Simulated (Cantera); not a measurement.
Ignition delay

Mixture: CH₄ : O₂ : N₂ : H₂O = 1 : 1.25 : 4.7 : 0.51 (molar parts), equivalence ratio 1.6, at 9.87 atm, adiabatic and at constant volume. Ignition delay is the time to a rise of 400 K.

Detailed kinetics in Cantera: GRI-Mech 3.0 (53 species, 325 reactions).

```json
[
 {"T0 (K)": "1050", "delay (ms)": "43.3"},
 {"T0 (K)": "1100", "delay (ms)": "21.0"},
 {"T0 (K)": "1150", "delay (ms)": "10.9"},
 {"T0 (K)": "1200", "delay (ms)": "5.88"},
 {"T0 (K)": "1250", "delay (ms)": "3.29"},
 {"T0 (K)": "1300", "delay (ms)": "1.89"},
 {"T0 (K)": "1350", "delay (ms)": "1.11"},
 {"T0 (K)": "1400", "delay (ms)": "0.664"},
 {"T0 (K)": "1450", "delay (ms)": "0.403"}
]
```

```yaml
apparent activation energy between 1350 and 1450 K: 170 kJ/mol
```
